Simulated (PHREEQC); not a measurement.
Dissolve 0.29 mol/kgw HCl, 7.3e-05 mol/kgw FeSO4 and 0.008 mol/kgw Na2SO4 at 55 °C. Closed to the air; pH follows from the charge balance.

Equilibrium calculation in PHREEQC: ion-association model, phreeqc.dat.

This is a speciation only: nothing precipitates in the calculation.

Q: Order these Fe species by the share of Fe that they hold, largest first: FeHSO4+, FeSO4, Fe+2, FeCl+.

A: Fe+2 (88 %), FeCl+ (9.0 %), FeHSO4+ (2.2 %), FeSO4 (0.81 %)

Q: Order these S species by the share of S that they hold, largest first: SO4-2, NaSO4-, HSO4-.

A: HSO4- (93 %), SO4-2 (6.5 %), NaSO4- (0.15 %)

The pH is 0.66 and the ionic strength 0.299 mol/kgw. Species that the database lacks are ignored. Constants without temperature data keep their 25 °C values here.
